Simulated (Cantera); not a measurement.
An adiabatic, constant-volume homogeneous reactor starts with 5.75 % CH₄, 4.60 % CO, 13.8 % O₂, 75.9 % N₂, equivalence ratio 1.0, at 1150 K and 0.310 bar.

Detailed kinetics in Cantera: GRI-Mech 3.0 (53 species, 325 reactions).

Q: Predict: time of steepest temperature rise; temperature at 5.00 s; equilibrium temperature; x(CO) at 5.00 s; x(O₂) at 5.00 s.

A: 
| Item | Result |
|---|---|
| time of steepest temperature rise | 0.411 s |
| temperature at 5.00 s | 2566 K |
| equilibrium temperature | 2566 K |
| x(CO) at 5.00 s | 0.0348 (gas-phase equilibrium 0.0348) |
| x(O₂) at 5.00 s | 0.0150 (gas-phase equilibrium 0.0150) |
